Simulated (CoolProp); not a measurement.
Aqueous calcium chloride as a coolant, at 35 °C, 1 atm.

Values from CoolProp's Melinder's fits for secondary coolants.

```csv
mass %,freezing point (°C),cp (kJ/(kg K)),conductivity (W/(m K)),viscosity (mPa s),Prandtl number
2.5,-1.1,?,0.620,0.779,5.08
4.7,-2.2,3.924,?,0.825,5.24
7,-3.6,3.802,0.615,0.873,5.40
9.2,-5.2,3.683,0.612,?,?
11.4,?,3.565,0.609,0.988,5.79
13.6,-9.4,3.449,0.606,1.06,6.06
15.9,-12.2,3.332,0.603,1.16,6.44
18.1,-15.2,3.227,0.600,1.28,6.91
20.3,-18.8,3.131,0.596,1.43,7.51
22.5,-23.0,3.045,0.593,?,8.26
24.8,-28.5,2.966,0.589,1.84,9.25
27,-35.3,2.898,?,2.10,10.4
```

**Question.** Fill in the missing entries.

**Answer.** 
- 2.5, cp (kJ/(kg K)): 4.041
- 4.7, conductivity (W/(m K)): 0.618
- 9.2, viscosity (mPa s): 0.925
- 9.2, Prandtl number: 5.57
- 11.4, freezing point (°C): -7.1
- 22.5, viscosity (mPa s): 1.61
- 27, conductivity (W/(m K)): 0.586
